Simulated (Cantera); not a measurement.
An isothermal, constant-pressure homogeneous reactor starts with CH4 : N2 = 1 : 8.7 (molar parts), at 1398 K and 1.00 atm.

Model: GRI-Mech 3.0 (53 species, 325 reactions), integrated in Cantera. GRI-Mech 3.0 stops at C3 and has no aromatics, soot or wall deposition, so with more carbon than oxygen in the feed, carbon stays in small species such as C2H2 where larger ones or solid carbon would form.

**Question.** Predict: x(CH4) at 2.00 s; x(C2H2) at 2.00 s; x(C2H6) at 2.00 s; x(H2) at 2.00 s.

**Answer.** 
* **x(CH4) at 2.00 s**: 0.0835 (gas-phase equilibrium 0.0140)
* **x(C2H2) at 2.00 s**: 0.00814 (gas-phase equilibrium 0.0146)
* **x(C2H6) at 2.00 s**: 8.37e-5 (gas-phase equilibrium 3.61e-6)
* **x(H2) at 2.00 s**: 0.0259 (gas-phase equilibrium 0.120)
